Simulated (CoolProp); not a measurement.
Vapour pressure (bar) of propane: the reference equation beside estimates from Tc = 369.9 K, pc = 42.51 bar, ω = 0.152.

The numbers come from the reference Helmholtz-energy equation of state, Lemmon 2009 in CoolProp.

```json
[
 {"T (K)": "167.3", "reference": "0.01726", "van der Waals": "0.5799", "Redlich-Kwong": "0.02132", "Soave-Redlich-Kwong": "0.01662", "Peng-Robinson": "0.01854"},
 {"T (K)": "172.8", "reference": "0.02814", "van der Waals": "0.7349", "Redlich-Kwong": "0.03555", "Soave-Redlich-Kwong": "0.02714", "Peng-Robinson": "0.02988"},
 {"T (K)": "178.3", "reference": "0.04432", "van der Waals": "0.9182", "Redlich-Kwong": "0.05696", "Soave-Redlich-Kwong": "0.04285", "Peng-Robinson": "0.04660"},
 {"T (K)": "183.8", "reference": "0.06768", "van der Waals": "1.133", "Redlich-Kwong": "0.08805", "Soave-Redlich-Kwong": "0.06558", "Peng-Robinson": "0.07055"},
 {"T (K)": "189.3", "reference": "0.1005", "van der Waals": "1.381", "Redlich-Kwong": "0.1318", "Soave-Redlich-Kwong": "0.09761", "Peng-Robinson": "0.1040"},
 {"T (K)": "194.8", "reference": "0.1454", "van der Waals": "1.665", "Redlich-Kwong": "0.1917", "Soave-Redlich-Kwong": "0.1416", "Peng-Robinson": "0.1495"},
 {"T (K)": "200.3", "reference": "0.2057", "van der Waals": "1.989", "Redlich-Kwong": "0.2717", "Soave-Redlich-Kwong": "0.2008", "Peng-Robinson": "0.2103"},
 {"T (K)": "205.7", "reference": "0.2831", "van der Waals": "2.348", "Redlich-Kwong": "0.3740", "Soave-Redlich-Kwong": "0.2771", "Peng-Robinson": "0.2881"},
 {"T (K)": "211.2", "reference": "0.3846", "van der Waals": "2.757", "Redlich-Kwong": "0.5071", "Soave-Redlich-Kwong": "0.3774", "Peng-Robinson": "0.3898"},
 {"T (K)": "216.7", "reference": "0.5134", "van der Waals": "3.213", "Redlich-Kwong": "0.6745", "Soave-Redlich-Kwong": "0.5049", "Peng-Robinson": "0.5186"}
]
```

Absolute difference from the reference over all 10 rows, mean and median: van der Waals 1437.5 and 1159.6 %, Redlich-Kwong 29.9 and 31.3 %, Soave-Redlich-Kwong 2.7 and 2.7 %, Peng-Robinson 3.6 and 3.2 %.
